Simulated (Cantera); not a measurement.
Input (Python, Cantera):

```python
import numpy as np
import cantera as ct

surf = ct.Interface("ptcombust.yaml", "Pt_surf")
gas = surf.adjacent["gas"]
gas.TPX = 698, 48000, {'H2': 0.036, 'O2': 0.013, 'N2': 0.79, 'H2O': 0.055}
surf.TP = 698, 48000
reactor = ct.FlowReactor(gas, clone=False)
reactor.area = 0.0001  # m2
reactor.surface_area_to_volume_ratio = 210  # 1/m
reactor.mass_flow_rate = 0.31 * reactor.area * gas.density  # inlet velocity 0.31 m/s
reactor.energy_enabled = False
wall = ct.ReactorSurface(surf, reactor, clone=False)
net = ct.ReactorNet([reactor])
net.rtol, net.atol = 1e-8, 1e-16
show, cover = ['H2', 'O2', 'H2O'], ['PT(S)', 'H(S)', 'O(S)', 'OH(S)', 'CO(S)', 'C(S)']

rows = []
print(f"{'z/m':>9s}{'u/(m/s)':>9s}" + "".join(f"{s:>13s}" for s in show + cover))
for z in [0.00024, 0.00041, 0.00068, 0.0011, 0.0019, 0.0032, 0.0053, 0.0088, 0.015, 0.024]:
    net.advance(z)
    rows.append([reactor.speed, *gas[show].X, *surf[cover].coverages])
    print(f"{z:9.4g}{rows[-1][0]:9.3g}" + "".join(f"{x:13.4e}" for x in rows[-1][1:]))
```

Output:

```
      z/m  u/(m/s)           H2           O2          H2O        PT(S)         H(S)         O(S)        OH(S)        CO(S)         C(S)
  0.00024    0.307   1.9157e-02   3.9254e-03   8.3729e-02   9.5850e-01   4.1060e-02   3.4663e-07   1.5503e-06   1.4033e-19  -1.5689e-19
  0.00041    0.306   1.4354e-02   1.5101e-03   8.8782e-02   9.6279e-01   3.6750e-02   1.5055e-07   1.1225e-06   1.5500e-21   3.1081e-17
  0.00068    0.306   1.1999e-02   3.2602e-04   9.1259e-02   9.6510e-01   3.4421e-02   3.5166e-08   8.7544e-07   1.7457e-22  -2.1831e-17
   0.0011    0.306   1.1410e-02   2.9748e-05   9.1879e-02   9.6571e-01   3.3812e-02   3.6197e-09   8.0849e-07   1.8083e-22  -4.6270e-22
   0.0019    0.305   1.1351e-02   3.1008e-07   9.1940e-02   9.6577e-01   3.3750e-02   4.1843e-10   8.0171e-07   1.1363e-22  -1.7386e-23
   0.0032    0.305   1.1351e-02   1.8648e-10   9.1941e-02   9.6577e-01   3.3750e-02   3.8466e-10   8.0164e-07   1.1351e-22   6.4746e-26
   0.0053    0.305   1.1351e-02   1.1138e-15   9.1941e-02   9.6577e-01   3.3750e-02   3.8464e-10   8.0164e-07   1.1360e-22   7.3668e-26
   0.0088    0.305   1.1351e-02  -2.8134e-19   9.1941e-02   9.6577e-01   3.3750e-02   3.8464e-10   8.0164e-07   1.1243e-22  -1.7137e-22
    0.015    0.305   1.1351e-02  -2.1728e-21   9.1941e-02   9.6577e-01   3.3750e-02   3.8464e-10   8.0164e-07   1.0325e-22  -6.2405e-22
    0.024    0.305   1.1351e-02   3.2550e-23   9.1941e-02   9.6577e-01   3.3750e-02   3.8464e-10   8.0164e-07   7.7444e-23  -7.7484e-22
```

Computed with Cantera and Deutschmann's 1995 Pt surface mechanism with GRI-Mech 3.0 gas chemistry. Catalytic surfaces can have several steady states; this one follows from the mechanism file's or the stated starting coverage. Mass transfer to the wall is taken as infinitely fast.
